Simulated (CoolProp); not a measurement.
Saturated liquid density (kg/m³) of R125: the reference equation beside estimates from Tc = 339.2 K, pc = 3.618 MPa, ω = 0.305. Rackett uses Z = 0.29056 − 0.08775 ω.

Model: reference Helmholtz-energy equation of state, Lemmon 2005, in CoolProp.

```tsv
T (K)	reference	Rackett	Soave-Redlich-Kwong	Peng-Robinson
195.6	1615	1656	1473	1661
211.4	1562	1600	1427	1611
227.2	1506	1541	1375	1555
243	1447	1479	1316	1490
258.8	1383	1412	1249	1416
274.6	1313	1338	1171	1329
290.4	1234	1256	1080	1226
306.1	1139	1158	969.1	1098
321.9	1013	1032	823.2	927.0
```

Absolute difference from the reference over all 9 rows, mean and median: Rackett 2.1 and 2.1 %, Soave-Redlich-Kwong 11.3 and 9.7 %, Peng-Robinson 3.2 and 3.0 %.
